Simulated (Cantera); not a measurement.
Equilibrium for abatement and gas-phase synthesis: SO2 + H2 + O2 + H2O

Feed: 1 mol SO2, 15 mol H2, 1.2 mol O2, 0.04 mol H2O, at 1000 Pa.

These are equilibrium values from Cantera (NASA tables, ideal gas, pure condensed phases), not measurements of a reactor. Candidate condensed phases: H2O, H2SO4, S; 19 gas species. Gases not in the tables: S3 to S7. Equilibrium is a limit: real reactors are often held back by kinetics, nucleation or transport.

| T (K) | x H2 | x H2O | x H2S | x H | x S2 | x SO | x S |
|---|---|---|---|---|---|---|---|
| 600 | 0.638 | 0.295 | 0.0665 | <1e-12 | 3.85e-11 | <1e-12 | <1e-12 |
| 750 | 0.638 | 0.295 | 0.0665 | 2.53e-12 | 4.55e-8 | <1e-12 | <1e-12 |
| 900 | 0.638 | 0.295 | 0.0665 | 9.34e-10 | 5.35e-6 | 1.71e-10 | 8.94e-12 |
| 1050 | 0.639 | 0.295 | 0.0661 | 6.48e-8 | 0.000163 | 3.44e-8 | 3.04e-9 |
| 1200 | 0.641 | 0.295 | 0.0624 | 1.58e-6 | 0.00191 | 1.76e-6 | 2.30e-7 |
| 1350 | 0.650 | 0.292 | 0.0484 | 1.92e-5 | 0.00836 | 2.99e-5 | 5.39e-6 |
| 1500 | 0.662 | 0.289 | 0.0305 | 0.000143 | 0.0161 | 0.000220 | 5.17e-5 |
| 1650 | 0.671 | 0.284 | 0.0180 | 0.000744 | 0.0204 | 0.000967 | 0.000283 |
| 1800 | 0.677 | 0.276 | 0.0105 | 0.00295 | 0.0206 | 0.00300 | 0.00107 |
| 1950 | 0.680 | 0.264 | 0.00609 | 0.00945 | 0.0174 | 0.00703 | 0.00300 |
| 2100 | 0.674 | 0.248 | 0.00336 | 0.0256 | 0.0120 | 0.0129 | 0.00650 |
| 2250 | 0.652 | 0.230 | 0.00168 | 0.0599 | 0.00640 | 0.0188 | 0.0109 |
x: gas mole fraction; nothing condenses.

From 600 K to 2250 K nothing is condensed.
